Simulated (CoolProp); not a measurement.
Properties of C2F6 (R116) at several states.

The numbers come from the reference Helmholtz-energy equation of state, Lemmon 2006 in CoolProp. It is a short technical equation, of lower accuracy than the large ones.

```tsv
T (K)	p (MPa)	phase	expansivity (1/kK)	viscosity (µPa s)	Prandtl number
239.8	1.42	liquid	?	?	?
352.5	0.0175	gas	2.847	?	?
359.7	2.86	gas	5.185	?	0.888
210.8	6.57	liquid	?	?	4.77
```

Task: Fill in the missing entries.

Result: 
- 239.8, expansivity (1/kK): 4.270
- 239.8, viscosity (µPa s): 203
- 239.8, Prandtl number: 3.72
- 352.5, viscosity (µPa s): 16.5
- 352.5, Prandtl number: 0.740
- 359.7, viscosity (µPa s): 19.4
- 210.8, expansivity (1/kK): 2.709
- 210.8, viscosity (µPa s): 367

Viscosity comes from a separate model (Huber 2003), an estimate that may be off by 10 % or more. Thermal conductivity comes from a separate model (Huber 2003), an estimate that may be off by 10 % or more.
